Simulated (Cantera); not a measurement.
Charge: 1 mol CH3OH, 0.072 mol CO2, at 1900 K and 100 Torr.

Cantera equilibrium calculation (NASA polynomials, part measured and part estimated; ideal gas, pure solids and liquids). Candidate condensed phases: C, C6H6, C7H8, C8H18, H2O; 110 gas species. Kinetics and transport are ignored.

Base state: H2 0.629, CO 0.346, H2O 0.0207, CO2 0.00271, H 0.00172 (mole fractions); condensed: gas only.

### Question
What changes in the equilibrium state with this change: temperature from 1900 K to 1148 K?

### Answer
```tsv
species	before	after
H2	0.629	0.635
CO	0.346	0.342
H2O	0.0207	0.0162
CO2	0.00271	0.00737
CH4	7.41e-9	0.000110
H	0.00172	1.56e-7
```
